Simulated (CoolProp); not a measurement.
Computed with CoolProp (reference Helmholtz-energy equation of state, Thol 2021).

Q: Give the vapour pressure (kPa), liquid density (kg/m³), vapour density (kg/m³), enthalpy of vaporisation (kJ/kg) of saturated chlorine at 217.6 K.

A: 
| T (K) | p (kPa) | liquid density (kg/m³) | vapour density (kg/m³) | enthalpy of vaporisation (kJ/kg) |
|---|---|---|---|---|
| 217.6 | 35.2 | 1620 | 1.40 | 299 |
